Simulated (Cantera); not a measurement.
Feed: 1 mol CaF₂, 0.13 mol H₂O, 51 mol H₂, at 1050 K and 0.680 bar.

Method: chemical equilibrium by Gibbs-energy minimisation in Cantera with the NASA 1993 tables (ideal gas, pure condensed phases). Candidate condensed phases: Ca, CaF₂, CaO, Ca(OH)₂, H₂O; 29 gas species. Mutual solubility and eutectic melting of coexisting phases are not modelled. The numbers say what is thermodynamically allowed, not how fast it happens.

Base state: H₂ 0.997, H₂O 0.00254 (mole fractions); condensed: CaF₂(s) + CaO(s).

Q: What changes in the equilibrium state with this change: CaF₂ replaced by LiCl?

A: 
```tsv
species	before	after
H₂	0.997	0.995
H₂O	0.00254	0.00253
Li₂Cl₂	0	0.00107
LiCl	0	0.000844
Li₃Cl₃	0	4.78e-5
CaF₂(s), mol	1.000	0
CaO(s), mol	0.000211	0
LiCl(l), mol	0	0.840
```
Further candidate phases: Li, LiCl, LiH, LiOH, Li₂O.

Q: What changes in the equilibrium state with this change: temperature from 1050 K to 1525 K?

A: 
```json
[
 {"species": "H₂", "before": "0.997", "after": "0.997"},
 {"species": "H₂O", "before": "0.00254", "after": "0.00204"},
 {"species": "HF", "before": "8.26e-6", "after": "0.00100"},
 {"species": "H", "before": "9.82e-9", "after": "2.86e-5"},
 {"species": "CaF₂(s), mol", "before": "1.000", "after": "0.974"},
 {"species": "CaO(s), mol", "before": "0.000211", "after": "0.0256"}
]
```
